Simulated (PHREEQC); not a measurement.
Make-up at 36 °C: 0.018 mol MgCl2, 0.014 mol CO2 and 0.017 mol MgSO4 per kg of water. Closed to the air; pH follows from the charge balance.

The numbers come from PHREEQC with the Pitzer model, pitzer.dat.

```json
[
 {"quantity": "pH", "before": "4.15", "after": "6.67"},
 {"quantity": "HSO4- (mol/kgw)", "before": "4.72e-5", "after": "1.42e-7"},
 {"quantity": "MgOH+ (mol/kgw)", "before": "8.06e-10", "after": "2.66e-7"},
 {"quantity": "SI of Epsomite (MgSO4:7H2O)", "before": "-2.57", "after": "-2.58"},
 {"quantity": "SI of Hexahydrite (MgSO4:6H2O)", "before": "-2.75", "after": "-2.75"}
]
```

**Question.** Name the change that produced these shifts.
(A) MgCl2 from 0.018 to 0.0018 mol/kgw
(B) temperature from 36 to 45 °C
(C) temperature from 36 to 25 °C
(D) CO2 left out
(E) CO2 from 0.014 to 0.0126 mol/kgw

**Answer.** D, CO2 left out

No solid was allowed to form. At this temperature some constants are extrapolated from 25 °C, and those without enthalpy data are left unchanged.
